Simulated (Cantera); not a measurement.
Input (Python, Cantera) and output of one run.

```python
import numpy as np
import cantera as ct

gas_names = """
    CL CL2 H HCL H2 Si SiCL SiCL2 SiCL3 SiCL4 SiH SiHCL3 SiH2 SiH2CL2 SiH3 SiH3CL SiH4 Si2 Si3
""".split()
cond_names = """
    Si(cr) Si(L)
""".split()


# ... load() reads the species with a 1 bar reference pressure and builds the phases ...
atoms = {
    'SiCl4': {'Si': 1, 'CL': 4},
    'Cl2': {'CL': 2},
    'H2': {'H': 2},
}
top_T = {}  # K; cautious upper limits of use, not melting points


# ... equilibrate(T, P, feed) seeds the gas with the atoms and calls Mixture.equilibrate('TP', solver="vcs", rtol=1e-11, max_steps=5000) ...
results = []
feed = {'SiCl4': 1, 'Cl2': 2.2, 'H2': 8.8}  # mol
P = 13332.2  # Pa
for T in [1048, 1098, 1148, 1198, 1248, 1298, 1348, 1398, 1448, 1498, 1548, 1598, 1648]:
    mix = equilibrate(T, P, feed)
    results.append((T, P, feed, dict(zip(mix.species_names, mix.species_moles))))
    x = sorted(zip(gas.X, gas.species_names), reverse=True)
    print(f"T = {T:g} K  P = {P:g} Pa  gas = {mix.phase_moles(0):.4g} mol")
    print("   x: " + "  ".join(f"{s} {v:.3e}" for v, s in x if v > 0.0001))
    print("   condensed (mol): " + ("  ".join(f"{mix.phase(i).name} {mix.phase_moles(i):.4g}"
          for i in range(1, mix.n_phases) if mix.phase_moles(i) > 1e-12) or "none"))
```

Result:

```
T = 1048 K  P = 13332.2 Pa  gas = 12 mol
   x: H2 5.486e-01  HCL 3.680e-01  SiCL4 8.193e-02  SiHCL3 1.249e-03  SiCL3 1.447e-04
   condensed (mol): none
T = 1098 K  P = 13332.2 Pa  gas = 12 mol
   x: H2 5.479e-01  HCL 3.688e-01  SiCL4 8.118e-02  SiHCL3 1.755e-03  SiCL3 3.554e-04
   condensed (mol): none
T = 1148 K  P = 13332.2 Pa  gas = 12.01 mol
   x: H2 5.469e-01  HCL 3.699e-01  SiCL4 8.002e-02  SiHCL3 2.373e-03  SiCL3 7.993e-04
   condensed (mol): none
T = 1198 K  P = 13332.2 Pa  gas = 12.01 mol
   x: H2 5.451e-01  HCL 3.716e-01  SiCL4 7.817e-02  SiHCL3 3.085e-03  SiCL3 1.656e-03  SiCL2 3.102e-04
   condensed (mol): none
T = 1248 K  P = 13332.2 Pa  gas = 12.03 mol
   x: H2 5.422e-01  HCL 3.747e-01  SiCL4 7.515e-02  SiHCL3 3.830e-03  SiCL3 3.158e-03  SiCL2 9.571e-04
   condensed (mol): none
T = 1298 K  P = 13332.2 Pa  gas = 12.06 mol
   x: H2 5.372e-01  HCL 3.799e-01  SiCL4 7.029e-02  SiCL3 5.503e-03  SiHCL3 4.485e-03  SiCL2 2.575e-03
   condensed (mol): none
T = 1348 K  P = 13332.2 Pa  gas = 12.12 mol
   x: H2 5.291e-01  HCL 3.884e-01  SiCL4 6.294e-02  SiCL3 8.648e-03  SiCL2 5.966e-03  SiHCL3 4.866e-03
   condensed (mol): none
T = 1398 K  P = 13332.2 Pa  gas = 12.22 mol
   x: H2 5.174e-01  HCL 4.007e-01  SiCL4 5.308e-02  SiCL3 1.210e-02  SiCL2 1.179e-02  SiHCL3 4.812e-03
   condensed (mol): none
T = 1448 K  P = 13332.2 Pa  gas = 12.34 mol
   x: H2 5.030e-01  HCL 4.159e-01  SiCL4 4.170e-02  SiCL2 1.992e-02  SiCL3 1.504e-02  SiHCL3 4.314e-03
   condensed (mol): none
T = 1498 K  P = 13332.2 Pa  gas = 12.47 mol
   x: H2 4.878e-01  HCL 4.320e-01  SiCL4 3.046e-02  SiCL2 2.938e-02  SiCL3 1.674e-02  SiHCL3 3.537e-03
   condensed (mol): none
T = 1548 K  P = 13332.2 Pa  gas = 12.6 mol
   x: H2 4.738e-01  HCL 4.467e-01  SiCL2 3.882e-02  SiCL4 2.082e-02  SiCL3 1.699e-02  SiHCL3 2.698e-03
   condensed (mol): none
T = 1598 K  P = 13332.2 Pa  gas = 12.7 mol
   x: H2 4.623e-01  HCL 4.588e-01  SiCL2 4.718e-02  SiCL3 1.604e-02  SiCL4 1.350e-02  SiHCL3 1.952e-03
   condensed (mol): none
T = 1648 K  P = 13332.2 Pa  gas = 12.78 mol
   x: HCL 4.679e-01  H2 4.536e-01  SiCL2 5.398e-02  SiCL3 1.438e-02  SiCL4 8.448e-03  SiHCL3 1.367e-03  H 1.643e-04  CL 1.329e-04
   condensed (mol): none
```

Equilibrium computed with Cantera from the NASA thermochemical tables; the gas is ideal and each condensed phase is pure. The tables' values for SiCl3 are old estimates; treat these amounts as uncertain.
